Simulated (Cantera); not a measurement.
**Equilibrium for abatement and gas-phase synthesis: HF + O2**

A closed system holds: 1 mol HF, 0.36 mol O2, equilibrated at 3.53 Torr.

Equilibrium computed with Cantera from the NASA thermochemical tables; the gas is ideal and each condensed phase is pure. Candidate condensed phases: H2O; 22 gas species. Kinetics and transport are ignored.

From 2350 K to 2850 K nothing is condensed.

```csv
T (K),x HF,x O,x O2,x F,x H,x OH,x H2O,x H2
2350,0.701,0.0462,0.230,0.0127,0.00252,0.00520,0.00230,0.000192
2400,0.692,0.0594,0.221,0.0155,0.00382,0.00630,0.00243,0.000271
2450,0.681,0.0752,0.209,0.0189,0.00566,0.00747,0.00252,0.000373
2500,0.667,0.0936,0.196,0.0229,0.00818,0.00866,0.00254,0.000498
2550,0.652,0.115,0.181,0.0277,0.0116,0.00982,0.00250,0.000647
2600,0.634,0.138,0.165,0.0333,0.0160,0.0109,0.00240,0.000818
2650,0.614,0.163,0.147,0.0399,0.0217,0.0118,0.00224,0.00101
2700,0.591,0.189,0.128,0.0477,0.0288,0.0124,0.00203,0.00121
2750,0.566,0.215,0.110,0.0567,0.0375,0.0128,0.00179,0.00141
2800,0.538,0.239,0.0912,0.0671,0.0480,0.0128,0.00154,0.00162
2850,0.509,0.262,0.0741,0.0790,0.0603,0.0126,0.00128,0.00181
```
x: gas mole fraction; nothing condenses.
